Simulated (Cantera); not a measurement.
A Cantera script and its output.

```python
import numpy as np
import cantera as ct

gas = ct.Solution("SiF4_NH3_mec.yaml", "gas")
gas.TPX = 2325, 150000, {'NH3': 1, 'N2': 4.6}
reactor = ct.IdealGasConstPressureReactor(gas, energy="off", clone=False)
net = ct.ReactorNet([reactor])
net.rtol, net.atol = 1e-08, 1e-18
show = ['NH3', 'N2H4', 'N2H2', 'H2', 'NH2']
times = np.geomspace(1e-06, 200, 14)

steps = ct.SolutionArray(gas, extra=["t"])
rows = []
print(f"{'t/s':>10s}{'T/K':>9s}{'P/Pa':>11s}" + "".join(f"{s:>11s}" for s in show))
for t in times:
    while net.time < t:
        t_next = net.step()
        steps.append(gas.state, t=t_next)
    rows.append([np.interp(t, steps.t, y) for y in (steps.T, steps.P, *steps(*show).X.T)])
    print(f"{t:10.3e}{rows[-1][0]:9.1f}{rows[-1][1]:11.4g}" + "".join(f"{x:11.3e}" for x in rows[-1][2:]))
rate = np.gradient(steps.T, steps.t)
print("integrator steps:", len(steps.t))
if steps.T.max() > steps.T[0] + 200:
    print(f"time of steepest temperature rise: {steps.t[rate.argmax()]:.4e} s")
gas.TPX = 2325, 150000, {'NH3': 1, 'N2': 4.6}
gas.equilibrate("TP")
print(f"equilibrium (TP): T = {gas.T:.1f} K  " + "  ".join(f"{s} {gas[s].X[0]:.3e}" for s in show))
```

Result:

```
       t/s      T/K       P/Pa        NH3       N2H4       N2H2         H2        NH2
 1.000e-06   2325.0    1.5e+05  1.784e-01  9.061e-10  3.408e-09  5.365e-05  1.126e-04
 4.351e-06   2325.0    1.5e+05  1.780e-01  1.823e-08  1.014e-07  2.549e-04  5.011e-04
 1.893e-05   2325.0    1.5e+05  1.761e-01  2.372e-07  2.058e-06  1.513e-03  1.805e-03
 8.234e-05   2325.0    1.5e+05  1.675e-01  3.352e-07  3.944e-06  1.207e-02  2.145e-03
 3.582e-04   2325.0    1.5e+05  1.354e-01  1.572e-07  2.821e-06  5.343e-02  1.469e-03
 1.558e-03   2325.0    1.5e+05  5.721e-02  3.627e-08  1.010e-06  1.534e-01  7.055e-04
 6.780e-03   2325.0    1.5e+05  1.861e-03  2.812e-10  2.103e-08  2.234e-01  6.214e-05
 2.950e-02   2325.0    1.5e+05  1.883e-05  9.519e-14  1.672e-11  2.246e-01  1.144e-06
 1.283e-01   2325.0    1.5e+05  3.418e-06  3.143e-15  4.833e-12  2.246e-01  2.078e-07
 5.583e-01   2325.0    1.5e+05  1.796e-06  8.692e-16  4.539e-12  2.246e-01  1.092e-07
 2.429e+00   2325.0    1.5e+05  1.779e-06  8.529e-16  4.537e-12  2.246e-01  1.082e-07
 1.057e+01   2325.0    1.5e+05  1.779e-06  8.529e-16  4.537e-12  2.246e-01  1.082e-07
 4.597e+01   2325.0    1.5e+05  1.779e-06  8.529e-16  4.537e-12  2.246e-01  1.082e-07
 2.000e+02   2325.0    1.5e+05  1.779e-06  8.529e-16  4.537e-12  2.246e-01  1.082e-07
integrator steps: 1648
equilibrium (TP): T = 2325.0 K  NH3 1.779e-06  N2H4 8.529e-16  N2H2 4.537e-12  H2 2.246e-01  NH2 1.082e-07
```

Computed with Cantera and the gas-phase N/H chemistry of the illustrative SiF4/NH3 mechanism in the Surface Chemkin manual (1991). Walls and surfaces, which speed up NH3 decomposition in real reactors, are not modelled.
